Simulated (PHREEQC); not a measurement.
Consider water at 27 °C with 100 mmol/kgw CuSO4 and 5.4 mmol/kgw HCl. Closed to the air; pH follows from the charge balance.

Equilibrium calculation in PHREEQC: ion-association model, phreeqc.dat.

```json
[
 {"quantity": "pH", "before": "2.77", "after": "3.08"},
 {"quantity": "ionic strength (mol/kgw)", "before": "0.209", "after": "0.202"},
 {"quantity": "SO4-2 (mol/kgw)", "before": "0.0495", "after": "0.0475"},
 {"quantity": "Cl- (mol/kgw)", "before": "0.00514", "after": "0.00424"},
 {"quantity": "HSO4- (mol/kgw)", "before": "0.00327", "after": "0.00434"}
]
```

Task: Which change was made?
(A) CuSO4 from 0.1 to 0.01 mol/kgw
(B) 0.0014 mol/kgw NaBF4 added
(C) temperature from 27 to 30 °C
(D) temperature from 27 to 70 °C
(E) CuSO4 from 0.1 to 0.15 mol/kgw

Result: D, temperature from 27 to 70 °C

No solid was allowed to form. Away from 25 °C the constants follow the database's enthalpies or fits; those with neither stay at their 25 °C values.
